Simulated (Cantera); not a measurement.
Input: 1 mol SiCl4, 3.4 mol O3, equilibrated at 750 °C and 370 Pa.

Equilibrium computed with Cantera from the NASA thermochemical tables; the gas is ideal and each condensed phase is pure. Candidate condensed phases: Si, SiO2; 15 gas species. The numbers say what is thermodynamically allowed, not how fast it happens.

Base state: O2 0.670, Cl2 0.324, Cl 0.00509, ClO 1.48e-5 (mole fractions); condensed: SiO2(β-quartz).

Task: What changes in the equilibrium state with this change: O3 from 3.4 to 0.45 mol?

Result: 
```json
[
 {"species": "Cl2", "before": "0.324", "after": "0.799"},
 {"species": "SiCl4", "before": "<1e-9", "after": "0.193"},
 {"species": "Cl", "before": "0.00509", "after": "0.00799"},
 {"species": "O2", "before": "0.670", "after": "<1e-9"},
 {"species": "ClO", "before": "1.48e-5", "after": "<1e-9"},
 {"species": "SiO2(β-quartz), mol", "before": "1.00", "after": "0.675"}
]
```

Task: What changes in the equilibrium state with this change: pressure from 370 Pa to 92.0 Pa?

Result: 
| species | before | after |
|---|---|---|
| O2 | 0.670 | 0.669 |
| Cl2 | 0.324 | 0.321 |
| Cl | 0.00509 | 0.0102 |
| ClO | 1.48e-5 | 1.47e-5 |
| SiO2(β-quartz), mol | 1.00 | 1.00 |
